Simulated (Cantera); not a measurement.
A closed system holds: 1 mol SiCl₄, 1.2 mol HCl, 2.2 mol H₂, at 1498.15 K and 5.30 bar.

These are equilibrium values from Cantera (NASA tables, ideal gas, pure condensed phases), not measurements of a reactor. Candidate condensed phases: Si; 19 gas species. The tables' values for SiCl₃ are old estimates; treat these amounts as uncertain. Kinetics and transport are ignored.

Base state: H₂ 0.450, HCl 0.327, SiCl₄ 0.173, SiHCl₃ 0.0245, SiCl₃ 0.0191, SiCl₂ 0.00678, SiH₂Cl₂ 0.000551 (mole fractions); condensed: gas only.

**Question.** What changes in the equilibrium state with this change: temperature from 1498.15 K to 1325 K?

**Answer.** 
```csv
species,before,after
H₂,0.450,0.479
HCl,0.327,0.295
SiCl₄,0.173,0.205
SiCl₃,0.0191,0.00428
SiHCl₃,0.0245,0.0170
SiCl₂,0.00678,0.000487
SiH₂Cl₂,0.000551,0.000203
```

**Question.** What changes in the equilibrium state with this change: HCl from 1.2 to 1.6 mol?

**Answer.** 
| species | before | after |
|---|---|---|
| H₂ | 0.450 | 0.420 |
| HCl | 0.327 | 0.374 |
| SiCl₄ | 0.173 | 0.166 |
| SiHCl₃ | 0.0245 | 0.0192 |
| SiCl₃ | 0.0191 | 0.0155 |
| SiH₂Cl₂ | 0.000551 | 0.000353 |
| SiCl₂ | 0.00678 | 0.00464 |
